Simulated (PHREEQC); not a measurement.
Make-up at 25 °C: 0.16 mol NH4HF2, 0.071 mol (NH4)2SiF6 and 0.0016 mol H3PO4 per kg of water. Closed to the air; pH follows from the charge balance.

All values are PHREEQC results (ion-association model, phreeqc.dat), not measurements.

Each row changes one thing in this solution. This is a speciation only: nothing precipitates in the calculation.

```tsv
case	pH	ionic strength (mol/kgw)	HF (mol/kgw)	F- (mol/kgw)	HF2- (mol/kgw)	H2PO4- (mol/kgw)
as made	2.96	0.374	0.113	0.113	0.0475	0.00145
temperature from 25 to 90 °C	3.49	0.373	0.112	0.110	0.0492	0.00151
diluted 10-fold with water	3.13	0.0382	0.0144	0.0158	0.000876	0.000147
temperature from 25 to 30 °C	2.99	0.374	0.112	0.111	0.0484	0.00145
(NH4)2SiF6 left out	3.02	0.161	0.112	0.112	0.0479	0.00145
NH4HF2 from 0.16 to 0.032 mol/kgw	2.99	0.246	0.0290	0.0287	0.00315	0.00145
NH4HF2 from 0.16 to 0.016 mol/kgw	2.99	0.230	0.0153	0.0150	0.000869	0.00145
H3PO4 replaced by (NH4)2HPO4 at the same molality	2.98	0.378	0.109	0.116	0.0475	0.00145
```

Constants without temperature data keep their 25 °C values here. SiF6-2 is the database's only silicon fluoride.
